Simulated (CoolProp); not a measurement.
Vapour pressure (MPa) of vinyl chloride: the reference equation beside estimates from Tc = 425.0 K, pc = 5.600 MPa, ω = 0.160.

Model: reference Helmholtz-energy equation of state, Thol 2022, in CoolProp.

| T (K) | reference | Lee-Kesler | van der Waals | Redlich-Kwong | Soave-Redlich-Kwong |
|---|---|---|---|---|---|
| 243.1 | 0.04955 | 0.04862 | 0.3671 | 0.06816 | 0.04896 |
| 259.8 | 0.1036 | 0.1022 | 0.5413 | 0.1391 | 0.1025 |
| 276.5 | 0.1955 | 0.1940 | 0.7645 | 0.2557 | 0.1941 |
| 293.2 | 0.3398 | 0.3394 | 1.042 | 0.4325 | 0.3392 |
| 309.9 | 0.5528 | 0.5549 | 1.378 | 0.6848 | 0.5552 |
| 326.6 | 0.8522 | 0.8581 | 1.778 | 1.027 | 0.8608 |
| 343.4 | 1.260 | 1.271 | 2.248 | 1.478 | 1.279 |
| 360.1 | 1.791 | 1.807 | 2.786 | 2.044 | 1.826 |
| 376.8 | 2.473 | 2.493 | 3.397 | 2.742 | 2.525 |

Absolute difference from the reference over all 9 rows, mean and median: Lee-Kesler 0.9 and 0.8 %, van der Waals 221.1 and 149.3 %, Redlich-Kwong 24.1 and 23.9 %, Soave-Redlich-Kwong 1.1 and 1.1 %.
